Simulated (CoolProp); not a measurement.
A simple Rankine cycle with n-heptane: condensing at 290.15 K, boiler at 2.21 MPa, turbine inlet 540.1 K, turbine efficiency 0.7, pump efficiency 0.6, no recuperator. Each further row changes one setting.

Computed with CoolProp (reference Helmholtz-energy equation of state, Span 2003). It is a short technical equation, of lower accuracy than the large ones.

```csv
case,thermal efficiency (%),net work (kJ/kg),heat in (kJ/kg),turbine exit temperature (K),volume ratio over the turbine
as stated,18.6,155,834,[?],752
turbine inlet 560.1 K,18.3,[?],901,[?],672
condensing temperature 282.15 K,19.4,166,852,442.9,1160
boiler pressure 1.55 MPa,17.9,155,865,460.8,431
turbine efficiency 0.6,15.8,132,834,[?],769
```

Q: Fill in the missing entries.

A: 
- as stated, turbine exit temperature (K): 447.5
- turbine inlet 560.1 K, net work (kJ/kg): 165
- turbine inlet 560.1 K, turbine exit temperature (K): 471.5
- turbine efficiency 0.6, turbine exit temperature (K): 457.4
